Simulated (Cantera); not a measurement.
A perfectly stirred reactor is fed with CH₄ : H₂O = 1 : 0.34 (molar parts), at 345 Torr; it is held at 2100 K, and followed from long to short residence time.

Detailed kinetics in Cantera: GRI-Mech 3.0 (53 species, 325 reactions). GRI-Mech 3.0 stops at C3 and has no aromatics, soot or wall deposition, so with more carbon than oxygen in the feed, carbon stays in small species such as C2H2 where larger ones or solid carbon would form.

One state of this run: x CH₄ = 0.00366; x H₂O = 0.00194; x HO₂ = <1e-12; x O₂ = 2.34e-12; x H₂ = 0.742; x C₂H₂ = 0.122. x: mole fraction; the columns are a selection and need not sum to one.

Task: Which value of τ (s) does it belong to?
(A) 0.00013
(B) 0.16
(C) 0.00053
(D) 0.69

Result: D, 0.69
